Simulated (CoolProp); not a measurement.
Hydrogen sulfide along the isobar 41.6 MPa: Z from the reference equation and from simpler models built on Tc = 373.1 K, pc = 8.999 MPa, ω = 0.101; each cubic takes its own stable root.

The numbers come from the reference Helmholtz-energy equation of state, Lemmon 2006 in CoolProp. It is a short technical equation, of lower accuracy than the large ones.

```csv
T (K),phase,reference,Redlich-Kwong,Soave-Redlich-Kwong
226.4,liquid,0.7821,0.8066,0.8044
250.1,liquid,0.7352,0.7581,0.7547
273.8,liquid,0.6992,0.7218,0.7176
297.5,liquid,0.6722,0.6954,0.6909
321.1,liquid,0.6529,0.6775,0.6734
344.8,liquid,0.6408,0.6671,0.6643
368.5,liquid,0.6355,0.6638,0.6632
392.2,supercritical,0.6372,0.6672,0.6703
415.9,supercritical,0.6462,0.6771,0.6855
439.5,supercritical,0.6626,0.6930,0.7083
463.2,supercritical,0.6862,0.7141,0.7375
486.9,supercritical,0.7158,0.7391,0.7710
510.6,supercritical,0.7493,0.7662,0.8061
534.3,supercritical,0.7841,0.7939,0.8404
557.9,supercritical,0.8179,0.8206,0.8722
```
